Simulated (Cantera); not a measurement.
Stirred combustor or abatement burner

A perfectly stirred reactor is fed with CH₃OH : O₂ : N₂ = 1 : 1.92 : 7.23 (molar parts), at 0.878 atm; it is adiabatic with a 425 K inlet, and is followed from long to short residence time, starting on the burning branch (τ in s: 0.036, 0.017, 0.0078, 0.0036, 0.0017, 0.00078, 0.00036, 0.00017, 7.8e-05, 3.6e-05).

Detailed kinetics in Cantera: GRI-Mech 3.0 (53 species, 325 reactions). GRI-Mech 3.0 was tuned for natural gas; its chemistry of methanol as a main component is partial and can be far from experiment.

```json
[
 {"τ (s)": "0.036", "T (K)": "2057", "x CH₃OH": "3.32e-6", "x O₂": "0.0401", "x H₂O": "0.184", "x C₂H": "<1e-12", "x OH": "0.00417", "x HCO": "1.18e-7"},
 {"τ (s)": "0.017", "T (K)": "2039", "x CH₃OH": "5.60e-6", "x O₂": "0.0408", "x H₂O": "0.182", "x C₂H": "<1e-12", "x OH": "0.00491", "x HCO": "2.51e-7"},
 {"τ (s)": "0.0078", "T (K)": "2011", "x CH₃OH": "9.45e-6", "x O₂": "0.0418", "x H₂O": "0.180", "x C₂H": "<1e-12", "x OH": "0.00578", "x HCO": "5.45e-7"},
 {"τ (s)": "0.0036", "T (K)": "1974", "x CH₃OH": "1.59e-5", "x O₂": "0.0431", "x H₂O": "0.178", "x C₂H": "<1e-12", "x OH": "0.00665", "x HCO": "1.17e-6"},
 {"τ (s)": "0.0017", "T (K)": "1930", "x CH₃OH": "2.71e-5", "x O₂": "0.0448", "x H₂O": "0.175", "x C₂H": "<1e-12", "x OH": "0.00735", "x HCO": "2.44e-6"},
 {"τ (s)": "0.00078", "T (K)": "1877", "x CH₃OH": "4.94e-5", "x O₂": "0.0470", "x H₂O": "0.172", "x C₂H": "2.12e-12", "x OH": "0.00779", "x HCO": "5.22e-6"},
 {"τ (s)": "0.00036", "T (K)": "1819", "x CH₃OH": "9.79e-5", "x O₂": "0.0500", "x H₂O": "0.170", "x C₂H": "8.64e-12", "x OH": "0.00775", "x HCO": "1.11e-5"},
 {"τ (s)": "0.00017", "T (K)": "1751", "x CH₃OH": "0.000225", "x O₂": "0.0551", "x H₂O": "0.167", "x C₂H": "3.24e-11", "x OH": "0.00689", "x HCO": "2.41e-5"},
 {"τ (s)": "7.8e-5", "T (K)": "425", "x CH₃OH": "0.0985", "x O₂": "0.189", "x H₂O": "<1e-12", "x C₂H": "<1e-12", "x OH": "<1e-12", "x HCO": "<1e-12"},
 {"τ (s)": "3.6e-5", "T (K)": "425", "x CH₃OH": "0.0985", "x O₂": "0.189", "x H₂O": "<1e-12", "x C₂H": "<1e-12", "x OH": "<1e-12", "x HCO": "<1e-12"}
]
```
x: mole fraction; the columns are a selection and need not sum to one.
